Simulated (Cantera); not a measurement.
**Sublimation and decomposition of ceramics: Al2O3 + H2**

Feed: 1 mol Al2O3, 0.14 mol H2, held at 750 Torr.

These are equilibrium values from Cantera (NASA tables, ideal gas, pure condensed phases), not measurements of a reactor. Candidate condensed phases: Al, Al2O3, H2O; 19 gas species. The tables' values for AlOH are old estimates; treat these amounts as uncertain. Gases not in the tables: Al(OH)3. Rates play no part.

| T (K) | log p H2 | log p H | log p H2O | log p Al | log p Al2O | log p AlOH | log p OH | n Al2O3(l) |
|---|---|---|---|---|---|---|---|---|
| 2675 | -0.03 | -1.30 | -2.04 | -2.56 | -2.68 | -3.15 | -3.92 | 0.999 |
| 2700 | -0.03 | -1.26 | -2.00 | -2.51 | -2.63 | -3.11 | -3.82 | 0.999 |
| 2725 | -0.04 | -1.22 | -1.95 | -2.46 | -2.58 | -3.06 | -3.72 | 0.999 |
| 2750 | -0.04 | -1.18 | -1.91 | -2.41 | -2.54 | -3.01 | -3.62 | 0.999 |
| 2775 | -0.04 | -1.15 | -1.86 | -2.37 | -2.49 | -2.96 | -3.53 | 0.999 |
| 2800 | -0.05 | -1.11 | -1.82 | -2.32 | -2.45 | -2.92 | -3.43 | 0.999 |
| 2825 | -0.05 | -1.08 | -1.78 | -2.28 | -2.41 | -2.88 | -3.34 | 0.999 |
| 2850 | -0.06 | -1.04 | -1.74 | -2.24 | -2.37 | -2.83 | -3.25 | 0.999 |
| 2875 | -0.06 | -1.01 | -1.70 | -2.19 | -2.33 | -2.79 | -3.17 | 0.999 |
| 2900 | -0.07 | -0.97 | -1.66 | -2.15 | -2.29 | -2.75 | -3.08 | 0.998 |
| 2925 | -0.07 | -0.94 | -1.62 | -2.11 | -2.25 | -2.71 | -3.00 | 0.998 |
| 2950 | -0.08 | -0.91 | -1.59 | -2.08 | -2.21 | -2.68 | -2.91 | 0.998 |
log p: log10 of the partial pressure in bar; n: condensed amount in mol.

From 2675 K to 2950 K the condensed part is Al2O3(l).
